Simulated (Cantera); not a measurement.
An adiabatic, constant-volume homogeneous reactor starts with CH3OH : O2 : N2 = 1 : 2.63 : 9.89 (molar parts), at 1150 K and 4650 Torr. Integrator tolerance rtol = 1e-08.

Computed with Cantera and GRI-Mech 3.0 (53 species, 325 reactions). GRI-Mech 3.0 was tuned for natural gas; its chemistry of methanol as a main component is partial and can be far from experiment.

Problem. What does this change do: constant pressure in place of constant volume?

Solution. 
```json
[
 {"quantity": "time of steepest temperature rise", "before": "5.62 ms", "after": "5.74 ms"},
 {"quantity": "temperature at 1.00 s", "before": "2568 K", "after": "2321 K"},
 {"quantity": "equilibrium temperature", "before": "2568 K", "after": "2321 K"},
 {"quantity": "x(CH3OH) at 1.00 s", "before": "<1e-12 (gas-phase equilibrium <1e-12)", "after": "<1e-12 (gas-phase equilibrium <1e-12)"},
 {"quantity": "x(O2) at 1.00 s", "before": "0.0726 (gas-phase equilibrium 0.0726)", "after": "0.0752 (gas-phase equilibrium 0.0752)"},
 {"quantity": "x(CH4) at 1.00 s", "before": "<1e-12 (gas-phase equilibrium <1e-12)", "after": "<1e-12 (gas-phase equilibrium <1e-12)"},
 {"quantity": "x(CH2CO) at 1.00 s", "before": "<1e-12 (gas-phase equilibrium <1e-12)", "after": "<1e-12 (gas-phase equilibrium <1e-12)"},
 {"quantity": "x(CO2) at 1.00 s", "before": "0.0675 (gas-phase equilibrium 0.0675)", "after": "0.0698 (gas-phase equilibrium 0.0698)"},
 {"quantity": "x(NO) at 1.00 s", "before": "0.0143 (gas-phase equilibrium 0.0143)", "after": "0.00926 (gas-phase equilibrium 0.00926)"},
 {"quantity": "x(CH2O) at 1.00 s", "before": "2.21e-11 (gas-phase equilibrium 2.21e-11)", "after": "1.62e-12 (gas-phase equilibrium 1.62e-12)"}
]
```

Problem. What does this change do: initial temperature 1150 to 1100 K?

Solution. 
| quantity | before | after |
|---|---|---|
| time of steepest temperature rise | 5.62 ms | 14.7 ms |
| temperature at 1.00 s | 2568 K | 2537 K |
| equilibrium temperature | 2568 K | 2537 K |
| x(CH3OH) at 1.00 s | <1e-12 (gas-phase equilibrium <1e-12) | <1e-12 (gas-phase equilibrium <1e-12) |
| x(O2) at 1.00 s | 0.0726 (gas-phase equilibrium 0.0726) | 0.0729 (gas-phase equilibrium 0.0729) |
| x(CH4) at 1.00 s | <1e-12 (gas-phase equilibrium <1e-12) | <1e-12 (gas-phase equilibrium <1e-12) |
| x(CH2CO) at 1.00 s | <1e-12 (gas-phase equilibrium <1e-12) | <1e-12 (gas-phase equilibrium <1e-12) |
| x(CO2) at 1.00 s | 0.0675 (gas-phase equilibrium 0.0675) | 0.0681 (gas-phase equilibrium 0.0681) |
| x(NO) at 1.00 s | 0.0143 (gas-phase equilibrium 0.0143) | 0.0136 (gas-phase equilibrium 0.0136) |
| x(CH2O) at 1.00 s | 2.21e-11 (gas-phase equilibrium 2.21e-11) | 1.65e-11 (gas-phase equilibrium 1.65e-11) |
